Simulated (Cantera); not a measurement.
Low-pressure radical oxidation in H2/O2

An isothermal, constant-pressure homogeneous reactor starts with 7.46 % H₂, 74.6 % O₂, 17.9 % N₂, at 1048 K and 0.00493 atm.

Computed with Cantera and the H2/O2 subset of GRI-Mech 3.0, which has no nitrogen chemistry. Radical loss at walls, strong at low pressure, is not modelled. The temperature is held fixed by assumption; the heat of reaction is taken as removed at once.

| t (s) | x H₂ | x O₂ | x H | x H₂O | x O | x HO₂ | x OH |
|---|---|---|---|---|---|---|---|
| 2.00e-6 | 0.0746 | 0.746 | 1.41e-12 | <1e-12 | <1e-12 | 1.42e-12 | <1e-12 |
| 6.32e-6 | 0.0746 | 0.746 | 4.44e-12 | <1e-12 | <1e-12 | 4.48e-12 | <1e-12 |
| 2.00e-5 | 0.0746 | 0.746 | 1.38e-11 | <1e-12 | <1e-12 | 1.42e-11 | <1e-12 |
| 6.32e-5 | 0.0746 | 0.746 | 4.14e-11 | <1e-12 | 3.92e-12 | 4.49e-11 | 3.60e-12 |
| 0.000200 | 0.0746 | 0.746 | 1.20e-10 | 1.30e-11 | 3.45e-11 | 1.42e-10 | 2.71e-11 |
| 0.000632 | 0.0746 | 0.746 | 4.23e-10 | 2.72e-10 | 2.96e-10 | 4.50e-10 | 1.75e-10 |
| 0.00200 | 0.0746 | 0.746 | 5.02e-9 | 8.80e-9 | 5.17e-9 | 1.45e-9 | 2.57e-9 |
| 0.00632 | 0.0746 | 0.746 | 6.01e-6 | 1.24e-5 | 6.40e-6 | 4.14e-8 | 3.14e-6 |
| 0.0200 | 0.00243 | 0.702 | 0.0220 | 0.0600 | 0.0314 | 2.40e-6 | 0.00285 |
| 0.0632 | 0.00137 | 0.712 | 0.0122 | 0.0673 | 0.0233 | 2.34e-6 | 0.00217 |
| 0.200 | 0.000519 | 0.728 | 0.00262 | 0.0745 | 0.00837 | 2.00e-6 | 0.00133 |
| 0.632 | 7.28e-5 | 0.735 | 0.000134 | 0.0771 | 0.00116 | 1.01e-6 | 0.000495 |
| 2.00 | 7.10e-6 | 0.736 | 4.19e-6 | 0.0774 | 0.000116 | 2.50e-7 | 0.000156 |
| 6.32 | 8.91e-7 | 0.736 | 1.94e-7 | 0.0775 | 1.49e-5 | 4.78e-8 | 5.62e-5 |
| 20.0 | 1.57e-7 | 0.736 | 1.48e-8 | 0.0775 | 2.68e-6 | 1.02e-8 | 2.39e-5 |
x: mole fraction; the columns are a selection and need not sum to one.

Equilibrium at this temperature and pressure: H₂ 4.41e-10, O₂ 0.736, H 2.31e-12, H₂O 0.0775, O 7.73e-9, HO₂ 1.16e-9, OH 1.28e-6 (gas phase only).
